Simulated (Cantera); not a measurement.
# Ignition delay

Mixture: H2 : O2 : N2 = 1 : 0.25 : 0.85 (molar parts), at 6.81 atm, adiabatic and at constant volume. Ignition delay is the time to a rise of 400 K.

Model: the H2/O2 subset of GRI-Mech 3.0, which has no nitrogen chemistry, integrated in Cantera. The hydrogen kinetics of GRI-Mech 3.0 are dated; newer H2 mechanisms differ, most at raised pressure.

| T0 (K) | delay (ms) |
|---|---|
| 950 | 23.8 |
| 1025 | 3.78 |
| 1100 | 0.595 |
| 1175 | 0.0581 |
| 1250 | 0.00950 |
| 1325 | 0.00477 |
